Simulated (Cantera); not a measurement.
A perfectly stirred reactor is fed with CH3OH : O2 : N2 = 1 : 2.5 : 9.4 (molar parts), at 1000000 Pa; it is adiabatic with a 400 K inlet, and is followed from long to short residence time, starting on the burning branch (τ in s: 0.06, 0.026, 0.011, 0.005, 0.0022, 0.00097, 0.00042, 0.00019, 8.1e-05, 3.6e-05, 1.6e-05).

Cantera simulation using GRI-Mech 3.0 (53 species, 325 reactions); the numbers are that mechanism's predictions, not measurements. GRI-Mech 3.0 was tuned for natural gas; its chemistry of methanol as a main component is partial and can be far from experiment.

Question: What does this change do: O2 2.5 to 1.8 parts?

Answer: 
```csv
quantity,before,after
"blow-out, bracketed by the residence times tried","burning at 0.420 ms, out at 0.190 ms","burning at 0.190 ms, out at 81.0 µs"
x(CH3OH) at τ = 60.0 ms,2.05e-6,1.66e-6
x(O2) at τ = 60.0 ms,0.0746,0.0236
x(HCN) at τ = 60.0 ms,1.21e-10,9.30e-10
x(CH2O) at τ = 60.0 ms,1.48e-6,1.26e-6
x(N2O) at τ = 60.0 ms,6.11e-7,5.07e-7
x(CH3OH) at τ = 0.970 ms,5.19e-5,3.46e-5
x(O2) at τ = 0.970 ms,0.0758,0.0253
x(HCN) at τ = 0.970 ms,3.47e-10,3.78e-9
x(CH2O) at τ = 0.970 ms,3.91e-5,2.74e-5
x(N2O) at τ = 0.970 ms,2.30e-6,1.51e-6
```
